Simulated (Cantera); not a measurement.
# Low-pressure radical oxidation in H2/O2

An isothermal, constant-pressure homogeneous reactor starts with 1.19 % H2, 98.8 % O2, at 1275 K and 10.00 Torr.

Detailed kinetics in Cantera: the H2/O2 subset of GRI-Mech 3.0, which has no nitrogen chemistry. Radical loss at walls, strong at low pressure, is not modelled.

```json
[
 {"t (s)": "2.00e-6", "x H2": "0.0119", "x O2": "0.988", "x H2O2": "<1e-12", "x OH": "2.61e-12", "x H2O": "<1e-12"},
 {"t (s)": "5.52e-6", "x H2": "0.0119", "x O2": "0.988", "x H2O2": "<1e-12", "x OH": "1.91e-11", "x H2O": "<1e-12"},
 {"t (s)": "1.53e-5", "x H2": "0.0119", "x O2": "0.988", "x H2O2": "<1e-12", "x OH": "1.31e-10", "x H2O": "2.83e-12"},
 {"t (s)": "4.21e-5", "x H2": "0.0119", "x O2": "0.988", "x H2O2": "<1e-12", "x OH": "7.69e-10", "x H2O": "4.86e-11"},
 {"t (s)": "0.000116", "x H2": "0.0119", "x O2": "0.988", "x H2O2": "<1e-12", "x OH": "3.55e-9", "x H2O": "6.77e-10"},
 {"t (s)": "0.000321", "x H2": "0.0119", "x O2": "0.988", "x H2O2": "3.69e-12", "x OH": "1.50e-8", "x H2O": "7.99e-9"},
 {"t (s)": "0.000887", "x H2": "0.0119", "x O2": "0.988", "x H2O2": "2.72e-11", "x OH": "1.09e-7", "x H2O": "1.24e-7"},
 {"t (s)": "0.00245", "x H2": "0.0118", "x O2": "0.988", "x H2O2": "2.01e-10", "x OH": "8.29e-6", "x H2O": "1.23e-5"},
 {"t (s)": "0.00676", "x H2": "0.000523", "x O2": "0.978", "x H2O2": "4.24e-8", "x OH": "0.00183", "x H2O": "0.0100"},
 {"t (s)": "0.0187", "x H2": "5.50e-5", "x O2": "0.978", "x H2O2": "1.86e-8", "x OH": "0.00113", "x H2O": "0.0110"},
 {"t (s)": "0.0516", "x H2": "4.77e-5", "x O2": "0.979", "x H2O2": "1.82e-8", "x OH": "0.00105", "x H2O": "0.0111"},
 {"t (s)": "0.142", "x H2": "3.36e-5", "x O2": "0.982", "x H2O2": "1.70e-8", "x OH": "0.000883", "x H2O": "0.0113"},
 {"t (s)": "0.393", "x H2": "1.58e-5", "x O2": "0.985", "x H2O2": "1.40e-8", "x OH": "0.000607", "x H2O": "0.0116"},
 {"t (s)": "1.09", "x H2": "4.49e-6", "x O2": "0.987", "x H2O2": "8.61e-9", "x OH": "0.000325", "x H2O": "0.0118"},
 {"t (s)": "3.00", "x H2": "9.02e-7", "x O2": "0.988", "x H2O2": "3.58e-9", "x OH": "0.000146", "x H2O": "0.0119"}
]
```
x: mole fraction; the columns are a selection and need not sum to one.

Equilibrium at this temperature and pressure: H2 5.77e-9, O2 0.988, H2O2 6.17e-11, OH 1.17e-5, H2O 0.0119 (gas phase only).
